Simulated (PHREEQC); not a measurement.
Make-up at 75 °C: 6.1 mmol/kgw KH2PO4, 0.78 mmol/kgw HNO3 and 0.0036 mmol/kgw H4SiO4. It is in equilibrium with CO2 at log p = -3.4 (atm). Otherwise closed; pH follows from the charge balance.

Equilibrium calculation in PHREEQC: ion-association model, wateq4f.dat.

```
Quantity                    Value
----------------  ---------------
pH                           3.48
ionic strength    0.00646 mol/kgw
total alkalinity    -0.780 meq/kg
```

```tsv
species	molality	activity	log γ
K+	0.00610	0.00555	-0.041
H2PO4-	0.00568	0.00518	-0.040
NO3-	0.000780	0.000708	-0.042
H3PO4	0.000421	0.000422	0.001
H+	0.000361	0.000332	-0.036
CO2	5.32e-6	5.33e-6	0.001
H4SiO4	3.60e-6	3.60e-6	0.001
HPO4-2	1.78e-6	1.23e-6	-0.160
KHPO4-	1.46e-8	1.33e-8	-0.040
HCO3-	8.38e-9	7.65e-9	-0.040
```

This is a speciation only: nothing precipitates in the calculation. Complexes and solids missing from the database can't appear. H3PO4, which wateq4f.dat lacks, is added to it with the constant of phreeqc.dat. Constants without temperature data keep their 25 °C values here.
